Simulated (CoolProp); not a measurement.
A single-stage vapour-compression cycle with C3F8 (R218): evaporating at 259.15 K (dew point), condensing at 301.15 K (bubble point), superheat 5 K, subcooling 0 K, compressor efficiency 0.9, no pressure losses. Each further row changes one setting.

Computed with CoolProp (reference Helmholtz-energy equation of state, Lemmon 2006). It is a short technical equation, of lower accuracy than the large ones.

```
case                              cooling COP  pressure ratio  discharge temperature (K)  refrigerating effect (kJ/kg)  volumetric capacity (kJ/m³)
--------------------------------  -----------  --------------  -------------------------  ----------------------------  ---------------------------
as stated                                3.67            3.67                      301.2                          53.9                         1300
evaporating temperature 264.15 K         4.47            3.07                      301.2                          57.0                         1630
condensing temperature 296.15 K          4.49            3.21                      296.1                          59.8                         1440
subcooling 5 K                           4.07            3.67                      301.2                          59.8                         1440
superheat 15 K                           3.93            3.67                      304.8                          61.8                         1420
compressor efficiency 0.8                3.26            3.67                      301.2                          53.9                         1300
```

The compression ends wet for: as stated; evaporating temperature 264.15 K; condensing temperature 296.15 K; subcooling 5 K; compressor efficiency 0.8.
